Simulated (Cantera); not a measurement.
A closed system holds: 1 mol Al, 6.1 mol CO2, 3.9 mol N2, held at 57.0 Torr.

These are equilibrium values from Cantera (NASA tables, ideal gas, pure condensed phases), not measurements of a reactor. Candidate condensed phases: Al, AlN, Al2O3, C; 32 gas species. Kinetics and transport are ignored. All values below are at 1198 K.

Base state: CO2 0.460, N2 0.390, CO 0.150 (mole fractions); condensed: Al2O3(s).

Task: What changes in the equilibrium state with this change: CO2 from 6.1 to 0.24 mol?

Result: 
```json
[
 {"species": "N2", "before": "0.390", "after": "0.999"},
 {"species": "CO", "before": "0.150", "after": "0.000768"},
 {"species": "CO2", "before": "0.460", "after": "<1e-9"},
 {"species": "Al2O3(s), mol", "before": "0.500", "after": "0.159"},
 {"species": "AlN(s), mol", "before": "0", "after": "0.682"},
 {"species": "C(graphite), mol", "before": "0", "after": "0.237"}
]
```
Mutual solubility and eutectic melting of coexisting phases are not modelled.
